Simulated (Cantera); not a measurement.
Input: 1 mol Si2H6, 4.2 mol HCl, 18 mol H2, 0.36 mol Cl2, at 1280 Torr.

Cantera equilibrium calculation (NASA polynomials, part measured and part estimated; ideal gas, pure solids and liquids). Candidate condensed phases: Si; 19 gas species. The feed counts by its element totals alone. Kinetics and transport are ignored.

Task: What share of the Si ends up in condensed phases as a function of T (°C), at 725, 775, 825, 875, 925, 975, 1025, 1075, 1125, 1175, 1225, 1275?

Result: 
```json
[
 {"T (°C)": "725", "Si condensed (%)": "31.5", "as": "Si(s)"},
 {"T (°C)": "775", "Si condensed (%)": "32.6", "as": "Si(s)"},
 {"T (°C)": "825", "Si condensed (%)": "34.0", "as": "Si(s)"},
 {"T (°C)": "875", "Si condensed (%)": "35.7", "as": "Si(s)"},
 {"T (°C)": "925", "Si condensed (%)": "37.5", "as": "Si(s)"},
 {"T (°C)": "975", "Si condensed (%)": "39.3", "as": "Si(s)"},
 {"T (°C)": "1025", "Si condensed (%)": "41.0", "as": "Si(s)"},
 {"T (°C)": "1075", "Si condensed (%)": "42.4", "as": "Si(s)"},
 {"T (°C)": "1125", "Si condensed (%)": "43.3", "as": "Si(s)"},
 {"T (°C)": "1175", "Si condensed (%)": "43.7", "as": "Si(s)"},
 {"T (°C)": "1225", "Si condensed (%)": "43.8", "as": "Si(s)"},
 {"T (°C)": "1275", "Si condensed (%)": "43.5", "as": "Si(s)"}
]
```
